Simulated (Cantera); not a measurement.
Input (Python, Cantera):

```python
import numpy as np
import cantera as ct

gas = ct.Solution("h2o2.yaml")
gas.TPX = 825, 12000, {'H2': 1.4, 'O2': 1, 'N2': 50}
reactor = ct.IdealGasConstPressureReactor(gas, energy="off", clone=False)
net = ct.ReactorNet([reactor])
net.rtol, net.atol = 1e-08, 1e-18
show = ['H2', 'O2', 'H2O2', 'H', 'H2O', 'HO2', 'O']
times = np.geomspace(0.0002, 4, 10)

steps = ct.SolutionArray(gas, extra=["t"])
rows = []
print(f"{'t/s':>10s}{'T/K':>9s}{'P/Pa':>11s}" + "".join(f"{s:>11s}" for s in show))
for t in times:
    while net.time < t:
        t_next = net.step()
        steps.append(gas.state, t=t_next)
    rows.append([np.interp(t, steps.t, y) for y in (steps.T, steps.P, *steps(*show).X.T)])
    print(f"{t:10.3e}{rows[-1][0]:9.1f}{rows[-1][1]:11.4g}" + "".join(f"{x:11.3e}" for x in rows[-1][2:]))
rate = np.gradient(steps.T, steps.t)
print("integrator steps:", len(steps.t))
if steps.T.max() > steps.T[0] + 200:
    print(f"time of steepest temperature rise: {steps.t[rate.argmax()]:.4e} s")
gas.TPX = 825, 12000, {'H2': 1.4, 'O2': 1, 'N2': 50}
gas.equilibrate("TP")
print(f"equilibrium (TP): T = {gas.T:.1f} K  " + "  ".join(f"{s} {gas[s].X[0]:.3e}" for s in show))
```

Output:

```
       t/s      T/K       P/Pa         H2         O2       H2O2          H        H2O        HO2          O
 2.000e-04    825.0    1.2e+04  2.672e-02  1.908e-02  5.200e-19  2.560e-14  6.683e-16  2.751e-14  6.442e-16
 6.011e-04    825.0    1.2e+04  2.672e-02  1.908e-02  4.864e-18  7.581e-14  8.604e-15  8.825e-14  4.095e-15
 1.806e-03    825.0    1.2e+04  2.672e-02  1.908e-02  4.989e-17  2.452e-13  1.039e-13  3.185e-13  1.971e-14
 5.429e-03    825.0    1.2e+04  2.672e-02  1.908e-02  6.500e-16  1.062e-12  1.330e-12  1.612e-12  9.703e-14
 1.632e-02    825.0    1.2e+04  2.672e-02  1.908e-02  1.848e-14  1.246e-11  3.214e-11  2.284e-11  1.175e-12
 4.903e-02    825.0    1.2e+04  2.672e-02  1.908e-02  1.316e-11  6.626e-09  2.010e-08  1.279e-08  6.269e-10
 1.474e-01    825.0    1.2e+04  2.055e-03  6.850e-03  3.853e-08  1.933e-04  2.488e-02  1.061e-06  3.067e-05
 4.429e-01    825.0    1.2e+04  3.946e-04  5.997e-03  4.600e-08  2.804e-06  2.668e-02  7.467e-07  2.262e-06
 1.331e+00    825.0    1.2e+04  1.761e-04  5.890e-03  1.242e-07  2.780e-07  2.690e-02  5.783e-07  4.105e-07
 4.000e+00    825.0    1.2e+04  1.087e-04  5.856e-03  3.398e-07  3.036e-08  2.697e-02  4.499e-07  6.094e-08
integrator steps: 1482
equilibrium (TP): T = 825.0 K  H2 1.646e-13  O2 5.803e-03  H2O2 1.342e-13  H 9.351e-18  H2O 2.708e-02  HO2 6.506e-13  O 5.568e-14
```

Cantera simulation using the H2/O2 subset of GRI-Mech 3.0, which has no nitrogen chemistry; the numbers are that mechanism's predictions, not measurements. Radical loss at walls, strong at low pressure, is not modelled. Below about 950 K walls govern HO2 and H2O2 in real vessels.
